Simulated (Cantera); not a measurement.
Input: 1 mol AlI3, a varied amount of N2, at 1650 K and 1.33 mbar.

Equilibrium computed with Cantera from the NASA thermochemical tables; the gas is ideal and each condensed phase is pure. Candidate condensed phases: Al, AlI3, AlN, I2; 10 gas species. Equilibrium is a limit: real reactors are often held back by kinetics, nucleation or transport.

### Question
Which condensed phases are stable at each of these points (n(N2) (mol)): 1.4, 1.9, 2.5, 3.5, 4.8, 6.6, 9, 12?

### Answer
```
n(N2) (mol)  condensed phases  Al condensed (%)
-----------  ----------------  ----------------
1.4                  gas only               0.0
1.9                  gas only               0.0
2.5                  gas only               0.0
3.5                  gas only               0.0
4.8                  gas only               0.0
6.6                    AlN(s)               2.6
9                      AlN(s)               5.4
12                     AlN(s)               7.4
```

From 1.4 mol N2 to 4.8 mol N2 nothing is condensed. From 6.6 mol N2 to 12 mol N2 the condensed part is AlN(s).
